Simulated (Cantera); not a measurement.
A perfectly stirred reactor is fed with 50.0 % CH₄, 50.0 % CO₂, at 5.50 bar; it is held at 1875 K, and followed from long to short residence time.

Model: GRI-Mech 3.0 (53 species, 325 reactions), integrated in Cantera.

One state of this run: x CH₄ = 0.0232; x CO₂ = 0.0291; x OH = 3.44e-6; x HCO = 1.94e-7; x CH₂ = 1.70e-7; x C₂H = 2.68e-7. x: mole fraction; the columns are a selection and need not sum to one.

Problem. Which value of τ (s) does it belong to?
(A) 0.0043
(B) 0.28
(C) 6.3
(D) 0.098

Solution. D, 0.098
